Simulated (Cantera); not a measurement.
An isothermal, constant-pressure homogeneous reactor starts with 1.90 % CO, 2.66 % O2, 0.522 % H2O, 94.9 % N2, at 1375 K and 100000 Pa.

Computed with Cantera and GRI-Mech 3.0 (53 species, 325 reactions).

Predict: x(CO) at 8.00 s; x(O2) at 8.00 s; x(H2O) at 8.00 s; x(H2) at 8.00 s; x(NO2) at 8.00 s; x(NO) at 8.00 s.


```
Item                                                 Value
----------------  ----------------------------------------
x(CO) at 8.00 s    9.29e-8 (gas-phase equilibrium 9.31e-8)
x(O2) at 8.00 s      0.0172 (gas-phase equilibrium 0.0171)
x(H2O) at 8.00 s   0.00527 (gas-phase equilibrium 0.00527)
x(H2) at 8.00 s    1.24e-8 (gas-phase equilibrium 1.24e-8)
x(NO2) at 8.00 s   6.85e-9 (gas-phase equilibrium 4.60e-7)
x(NO) at 8.00 s   2.95e-6 (gas-phase equilibrium 0.000199)
```
